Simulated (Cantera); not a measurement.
# Aluminium and copper etching: Al + Cl2

Input: 1 mol Al, 1.8 mol Cl2, held at 13.0 mbar.

Cantera equilibrium calculation (NASA polynomials, part measured and part estimated; ideal gas, pure solids and liquids). Candidate condensed phases: Al, AlCl3; 8 gas species. Rates play no part.

```
T (K)  x AlCl3  x Al2Cl6  x Cl2      x Cl   x AlCl2
-----  -------  --------  -----  --------  --------
425    0.00115     0.624  0.375  4.35e-12    <1e-12
525     0.0317     0.599  0.369   3.12e-9    <1e-12
625      0.250     0.422  0.328   2.63e-7    <1e-12
725      0.633     0.111  0.256   6.09e-6    <1e-12
825      0.752    0.0143  0.234   6.97e-5    <1e-12
925      0.766   0.00235  0.231  0.000488  2.37e-12
1025     0.768  0.000544  0.229   0.00235  1.08e-10
1125     0.766  0.000165  0.226   0.00855   2.50e-9
```
x: gas mole fraction; nothing condenses.

From 425 K to 1125 K nothing is condensed. The main Al-bearing gas is Al2Cl6 at 425 K and AlCl3 at 1125 K.
